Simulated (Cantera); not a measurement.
# Equilibrium for calcination and drying: CsOH + H₂O

Charge: 1 mol CsOH, 0.49 mol H₂O, held at 0.0900 Torr.

These are equilibrium values from Cantera (NASA tables, ideal gas, pure condensed phases), not measurements of a reactor. Candidate condensed phases: Cs, CsOH, H₂O; 15 gas species. Kinetics and transport are ignored.

From 825 K to 1725 K nothing is condensed. The main Cs-bearing gas is CsOH at 825 K and Cs at 1725 K.

```json
[
 {"T (K)": "825", "log p CsOH": "-4.11", "log p H₂O": "-4.39", "log p Cs": "-9.62", "log p O₂": "-10.22", "log p Cs₂(OH)₂": "-5.55", "log p OH": "-12.82", "log p H₂": "-12.08", "log p O": "<-15"},
 {"T (K)": "925", "log p CsOH": "-4.10", "log p H₂O": "-4.40", "log p Cs": "-8.44", "log p O₂": "-9.04", "log p Cs₂(OH)₂": "-6.70", "log p OH": "-11.42", "log p H₂": "-10.99", "log p O": "-15.39"},
 {"T (K)": "1025", "log p CsOH": "-4.09", "log p H₂O": "-4.40", "log p Cs": "-7.51", "log p O₂": "-8.11", "log p Cs₂(OH)₂": "-7.65", "log p OH": "-10.29", "log p H₂": "-10.09", "log p O": "-13.54"},
 {"T (K)": "1125", "log p CsOH": "-4.10", "log p H₂O": "-4.40", "log p Cs": "-6.74", "log p O₂": "-7.35", "log p Cs₂(OH)₂": "-8.44", "log p OH": "-9.36", "log p H₂": "-9.35", "log p O": "-12.01"},
 {"T (K)": "1225", "log p CsOH": "-4.10", "log p H₂O": "-4.40", "log p Cs": "-6.11", "log p O₂": "-6.71", "log p Cs₂(OH)₂": "-9.11", "log p OH": "-8.59", "log p H₂": "-8.72", "log p O": "-10.73"},
 {"T (K)": "1325", "log p CsOH": "-4.12", "log p H₂O": "-4.40", "log p Cs": "-5.59", "log p O₂": "-6.19", "log p Cs₂(OH)₂": "-9.69", "log p OH": "-7.93", "log p H₂": "-8.18", "log p O": "-9.65"},
 {"T (K)": "1425", "log p CsOH": "-4.15", "log p H₂O": "-4.39", "log p Cs": "-5.16", "log p O₂": "-5.76", "log p Cs₂(OH)₂": "-10.25", "log p OH": "-7.37", "log p H₂": "-7.69", "log p O": "-8.74"},
 {"T (K)": "1525", "log p CsOH": "-4.24", "log p H₂O": "-4.37", "log p Cs": "-4.83", "log p O₂": "-5.43", "log p Cs₂(OH)₂": "-10.82", "log p OH": "-6.88", "log p H₂": "-7.23", "log p O": "-7.96"},
 {"T (K)": "1625", "log p CsOH": "-4.37", "log p H₂O": "-4.34", "log p Cs": "-4.60", "log p O₂": "-5.20", "log p Cs₂(OH)₂": "-11.46", "log p OH": "-6.47", "log p H₂": "-6.79", "log p O": "-7.31"},
 {"T (K)": "1725", "log p CsOH": "-4.57", "log p H₂O": "-4.32", "log p Cs": "-4.45", "log p O₂": "-5.05", "log p Cs₂(OH)₂": "-12.18", "log p OH": "-6.12", "log p H₂": "-6.38", "log p O": "-6.76"}
]
```
log p: log10 of the partial pressure in bar; nothing condenses.
